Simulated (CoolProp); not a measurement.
Properties of toluene along the isotherm 346.85 °C.

Computed with CoolProp (reference Helmholtz-energy equation of state, Lemmon 2006). It is a short technical equation, of lower accuracy than the large ones.

```tsv
p (kPa)	phase	Z	cp (kJ/(kg K))	speed of sound (m/s)	expansivity (1/kK)	conductivity (mW/(m K))
737	gas	0.9420	___	228.8	1.963	43.6
1470	gas	0.8802	2.282	214.9	2.451	44.0
2210	gas	___	2.368	199.7	___	44.8
2950	gas	0.7377	2.504	182.8	4.344	46.3
3680	gas	0.6542	2.743	164.4	6.386	49.1
4420	supercritical	0.5541	3.269	143.5	10.86	54.8
5160	supercritical	0.4243	4.928	___	25.05	67.0
5890	supercritical	0.3068	5.049	131.4	___	76.6
6630	supercritical	0.2938	3.760	177.2	11.38	77.1
7370	supercritical	0.3036	3.363	214.4	7.735	78.0
8110	supercritical	0.3189	___	244.6	6.057	79.0
8840	supercritical	0.3362	3.062	270.1	5.091	___
9580	supercritical	0.3547	2.985	292.9	4.440	80.7
10300	supercritical	0.3732	2.930	312.8	3.984	81.4
```

Complete the blanks.


- 737, cp (kJ/(kg K)): 2.223
- 2210, Z: 0.8125
- 2210, expansivity (1/kK): 3.180
- 5160, speed of sound (m/s): 120.5
- 5890, expansivity (1/kK): 23.87
- 8110, cp (kJ/(kg K)): 3.174
- 8840, conductivity (mW/(m K)): 79.8

The peak of cp marks the crossing from liquid-like to gas-like fluid above the critical point.

Thermal conductivity comes from a separate model (Assael 2012).
